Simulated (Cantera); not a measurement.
Equilibrium for metals in furnace atmospheres: Cu + CO2 + N2 + O2

A closed system holds: 1 mol Cu, 0.11 mol CO2, 3.3 mol N2, 0.0031 mol O2, at 600 °C and 0.133 bar.

Method: chemical equilibrium by Gibbs-energy minimisation in Cantera with the NASA 1993 tables (ideal gas, pure condensed phases). Candidate condensed phases: C, Cu, CuO, Cu2O; 27 gas species. The numbers say what is thermodynamically allowed, not how fast it happens.

The x(N2) comes out as 0.968 and the x(CO2) comes out as 0.0323. The n(Cu(s)) is 0.988 mol and the n(Cu2O(s)) is 0.00620 mol. The gas amount comes out as 3.410 mol and the log10 activity of C(graphite) (absent) is -13.51.
